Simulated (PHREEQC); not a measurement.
Dissolve 1.5 mol/kgw MgSO4, 0.021 mol/kgw K2SO4 and 0.9 mol/kgw LiCl at 25 °C. Closed to the air; pH follows from the charge balance.

Equilibrium calculation in PHREEQC: Pitzer model, pitzer.dat.

No solid was allowed to form.

**Question.** Predict the activity of water, density, osmotic coefficient.

**Answer.** activity of water 0.921; density 1.178 g/cm³; osmotic coefficient 0.939.

Complexes and solids missing from the database can't appear.
